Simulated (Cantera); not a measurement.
Input (Python, Cantera) and output of one run.

```python
import numpy as np
import cantera as ct

gas_names = """
    Hg N NO NO2 NO3 N2 N2O O O2 O3
""".split()
cond_names = """
    Hg(cr) Hg(L) HgO(s)
""".split()


# ... load() reads the species with a 1 bar reference pressure and builds the phases ...
atoms = {
    'Hg': {'Hg': 1},
    'O2': {'O': 2},
    'N2': {'N': 2},
}
top_T = {}  # K; cautious upper limits of use, not melting points


# ... equilibrate(T, P, feed) seeds the gas with the atoms and calls Mixture.equilibrate('TP', solver="vcs", rtol=1e-11, max_steps=5000) ...
results = []
feed = {'Hg': 1, 'O2': 0.049, 'N2': 42}  # mol
P = 4200  # Pa
for T in [498, 548, 598, 648, 698, 748, 798]:
    mix = equilibrate(T, P, feed)
    results.append((T, P, feed, dict(zip(mix.species_names, mix.species_moles))))

top = {s: max(r[3][s] / sum(r[3][g] for g in gas_names) for r in results) for s in gas_names}
cols = sorted((s for s in top if top[s] > 0.0001), key=lambda s: -top[s])[:9]
seen = [c for c in cond_names if any(r[3].get(c, 0) > 1e-12 for r in results)]
print("log10 of partial pressures in bar; condensed amounts in mol")
print(f"{'T/K':>10s}" + "".join(f"{s[:9]:>10s}" for s in cols + seen))
for T, P, feed, n in results:
    ng = sum(n[g] for g in gas_names)
    print(f"{T:10.4g}" + "".join(f"{np.log10(max(n[s] / ng * P / 1e5, 1e-99)):10.3f}" for s in cols)
          + "".join(f"{n.get(c, 0):10.4g}" for c in seen))
```

Result:

```
log10 of partial pressures in bar; condensed amounts in mol
       T/K        N2        Hg        O2    HgO(s)
       498    -1.387    -3.015    -4.366   0.00972
       548    -1.387    -3.011    -4.321         0
       598    -1.387    -3.011    -4.321         0
       648    -1.387    -3.011    -4.321         0
       698    -1.387    -3.011    -4.321         0
       748    -1.387    -3.011    -4.321         0
       798    -1.387    -3.011    -4.321         0
```

Equilibrium computed with Cantera from the NASA thermochemical tables; the gas is ideal and each condensed phase is pure.
